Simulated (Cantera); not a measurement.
An isothermal plug-flow reactor at 698 K and 1.58 atm (inlet), inlet velocity 0.27 m/s, active area per volume 110 1/m; feed CO : O₂ : N₂ : H₂O = 0.0033 : 0.027 : 0.79 : 0.019 (molar parts), equivalence ratio 0.061.

Computed with Cantera and Deutschmann's 1995 Pt surface mechanism with GRI-Mech 3.0 gas chemistry. Catalytic surfaces can have several steady states; this one follows from the mechanism file's or the stated starting coverage. Mass transfer to the wall is taken as infinitely fast.

One state of this run: x CO = 0.00151; x O₂ = 0.0310; x H₂O = 0.0227; x CO₂ = 0.00243; θ free Pt = 0.0223; θ O* = 0.970; θ OH* = 0.00555; θ CO* = 0.00172. x: gas mole fraction; θ: surface coverage.

Problem. Which value of z (m) does it belong to?
A) 0.0059
B) 5.9e-05
C) 0.00059
D) 0.0027

Solution. D, 0.0027
